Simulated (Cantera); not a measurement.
NO annealing gas

A perfectly stirred reactor is fed with NO : N₂ : H₂O = 1 : 0.65 : 0.025 (molar parts), at 1100 Pa; it is held at 2075 K, and followed from long to short residence time.

Cantera simulation using GRI-Mech 3.0 (53 species, 325 reactions); the numbers are that mechanism's predictions, not measurements. Radical loss at walls, strong at low pressure, is not modelled.

```
τ (s)      x NO    x N₂O       x O      x O₂   x N₂    x NO₂
-------  ------  -------  --------  --------  -----  -------
28       0.0910  1.00e-6   0.00553     0.248  0.638  1.59e-5
7.8       0.213  5.25e-6   0.00480     0.188  0.578  3.25e-5
2.1       0.420  2.03e-5   0.00325    0.0858  0.475  4.33e-5
0.59      0.549  3.36e-5   0.00157    0.0223  0.411  3.05e-5
0.16      0.588  4.40e-5  0.000487   0.00415  0.392  1.98e-5
0.045     0.595  6.63e-5  0.000114  0.000723  0.388  2.04e-5
0.012     0.597  5.47e-5   3.95e-5   7.67e-5  0.388  2.50e-5
0.0034    0.597  2.25e-5   1.03e-5   1.75e-6  0.388  6.00e-6
0.00094   0.597  6.93e-6   4.33e-6   7.90e-8  0.388  4.34e-7
```
x: mole fraction; the columns are a selection and need not sum to one.
